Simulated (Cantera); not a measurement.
Input: 1 mol SiH4, 13 mol NO, 34 mol N2, at 1625 K and 13.3 mbar.

These are equilibrium values from Cantera (NASA tables, ideal gas, pure condensed phases), not measurements of a reactor. Candidate condensed phases: H2O, Si, SiO2, Si2N2O, Si3N4; 35 gas species. The tables hold silica as quartz up to 1696 K and as liquid above; real silica turns to tridymite and cristobalite and melts near 1996 K. Equilibrium is a limit: real reactors are often held back by kinetics, nucleation or transport.

Base state: N2 0.861, O2 0.0949, H2O 0.0424, NO 0.00151, OH 0.000336, O 5.19e-5, H2 1.06e-5 (mole fractions); condensed: SiO2(β-quartz).

What changes in the equilibrium state with this change: SiH4 replaced by HMDSO?


| species | before | after |
|---|---|---|
| N2 | 0.861 | 0.730 |
| H2 | 1.06e-5 | 0.106 |
| CO | 0 | 0.0923 |
| O2 | 0.0949 | 1.67e-9 |
| CO2 | 0 | 0.0158 |
| H2O | 0.0424 | 0.0563 |
| NO | 0.00151 | 1.84e-7 |
| O | 5.19e-5 | 6.88e-9 |
| H | 1.99e-6 | 0.000199 |
| OH | 0.000336 | 4.45e-6 |
| SiO2(β-quartz), mol | 1.00 | 2.00 |
The feed counts by its element totals alone. Further candidate phases: C, C6H6, C7H8, C8H18, SiC.
